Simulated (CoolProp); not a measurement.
trans-2-butene at several states: fugacity coefficient from the reference equation and from simpler models built on Tc = 155.5 °C, pc = 40.19 bar, ω = 0.210; each cubic takes its own stable root.

Model: reference Helmholtz-energy equation of state, Lemmon 2005, in CoolProp. It is a short technical equation, of lower accuracy than the large ones.

```
T (°C)  p (bar)   phase  reference  van der Waals  Redlich-Kwong  Soave-Redlich-Kwong  Peng-Robinson
------  -------  ------  ---------  -------------  -------------  -------------------  -------------
166.35     10.4     gas     0.9184         0.9281         0.9193               0.9201         0.9113
36.05     0.307     gas     0.9921         0.9951         0.9935               0.9930         0.9927
201.25    0.563     gas     0.9965         0.9968         0.9965               0.9966         0.9961
-49.05    0.562  liquid     0.1618         0.9818         0.2920               0.1542         0.1632
20.65     0.213     gas     0.9934         0.9962         0.9948               0.9944         0.9942
-87.95      142  liquid   6.909e-5       0.008719      0.0001468             6.850e-5       7.194e-5
```

At some of these states van der Waals gives the other phase, because its saturation line lies elsewhere.
